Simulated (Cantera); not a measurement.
A perfectly stirred reactor is fed with N2O : N2 = 1 : 4.9 (molar parts), at 10.00 Torr; it is held at 1400 K, and followed from long to short residence time.

Model: GRI-Mech 3.0 (53 species, 325 reactions), integrated in Cantera. GRI-Mech 3.0 was tuned for natural gas; its chemistry of N2O as a main component is partial and can be far from experiment. Radical loss at walls, strong at low pressure, is not modelled. The temperature is held fixed by assumption; the heat of reaction is taken as removed at once.

Predict: x(N2O) at τ = 4.20 s; x(O) at τ = 4.20 s; x(N2) at τ = 4.20 s; x(NO) at τ = 4.20 s; x(NO2) at τ = 4.20 s; x(N2O) at τ = 34.0 ms; x(O) at τ = 34.0 ms; x(N2) at τ = 34.0 ms; x(NO) at τ = 34.0 ms; x(NO2) at τ = 34.0 ms.


| Quantity | Result |
|---|---|
| x(N2O) at τ = 4.20 s | 0.0867 |
| x(O) at τ = 4.20 s | 2.55e-5 |
| x(N2) at τ = 4.20 s | 0.868 |
| x(NO) at τ = 4.20 s | 0.0150 |
| x(NO2) at τ = 4.20 s | 1.78e-6 |
| x(N2O) at τ = 34.0 ms | 0.168 |
| x(O) at τ = 34.0 ms | 2.45e-5 |
| x(N2) at τ = 34.0 ms | 0.831 |
| x(NO) at τ = 34.0 ms | 0.000227 |
| x(NO2) at τ = 34.0 ms | 6.84e-9 |
